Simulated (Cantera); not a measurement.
An adiabatic, constant-pressure homogeneous reactor starts with CH₄ : O₂ : N₂ = 1 : 1 : 3.76 (molar parts), equivalence ratio 2.0, at 1050 K and 0.533 atm. Integrator tolerance rtol = 1e-08.

Computed with Cantera and GRI-Mech 3.0 (53 species, 325 reactions).

Task: What does this change do: pressure from 0.533 atm to 2.07 atm?

Result: 
```tsv
quantity	before	after
time of steepest temperature rise	1.24 s	0.322 s
temperature at 2.00 s	2143 K	2151 K
equilibrium temperature	2143 K	2151 K
x(CH₄) at 2.00 s	2.38e-11 (gas-phase equilibrium 2.71e-11)	3.46e-10 (gas-phase equilibrium 3.97e-10)
x(O₂) at 2.00 s	7.02e-7 (gas-phase equilibrium 7.02e-7)	1.98e-7 (gas-phase equilibrium 1.98e-7)
x(C₂H₂) at 2.00 s	<1e-12 (gas-phase equilibrium <1e-12)	<1e-12 (gas-phase equilibrium <1e-12)
x(CH₃) at 2.00 s	6.25e-12 (gas-phase equilibrium 7.11e-12)	4.80e-11 (gas-phase equilibrium 5.49e-11)
x(N₂O) at 2.00 s	6.20e-10 (gas-phase equilibrium 5.86e-10)	6.25e-10 (gas-phase equilibrium 6.25e-10)
```
